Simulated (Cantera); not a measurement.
A perfectly stirred reactor is fed with 4.90 % CO, 6.87 % H2, 1.91 % CH4, 14.7 % O2, 71.6 % N2, equivalence ratio 0.66, at 5.23 atm; it is adiabatic with a 300 K inlet, and is followed from long to short residence time, starting on the burning branch (τ in s: 0.032, 0.018, 0.01, 0.0056, 0.0031, 0.0018, 0.00098, 0.00055, 0.00031, 0.00017, 9.6e-05, 5.4e-05).

Computed with Cantera and GRI-Mech 3.0 (53 species, 325 reactions).

Question: Predict: blow-out, bracketed by the residence times tried; x(CO) at τ = 32.0 ms; x(H2) at τ = 32.0 ms; x(CH4) at τ = 32.0 ms; x(CH3) at τ = 32.0 ms; x(NO2) at τ = 32.0 ms; x(CO) at τ = 0.980 ms; x(H2) at τ = 0.980 ms; x(CH4) at τ = 0.980 ms; x(CH3) at τ = 0.980 ms; x(NO2) at τ = 0.980 ms.

Answer: blow-out, bracketed by the residence times tried: burning at 0.170 ms, out at 96.0 µs
x(CO) at τ = 32.0 ms: 0.000386
x(H2) at τ = 32.0 ms: 7.34e-5
x(CH4) at τ = 32.0 ms: 6.24e-6
x(CH3) at τ = 32.0 ms: 1.19e-6
x(NO2) at τ = 32.0 ms: 6.24e-8
x(CO) at τ = 0.980 ms: 0.00424
x(H2) at τ = 0.980 ms: 0.000740
x(CH4) at τ = 0.980 ms: 6.46e-5
x(CH3) at τ = 0.980 ms: 9.47e-6
x(NO2) at τ = 0.980 ms: 4.02e-8
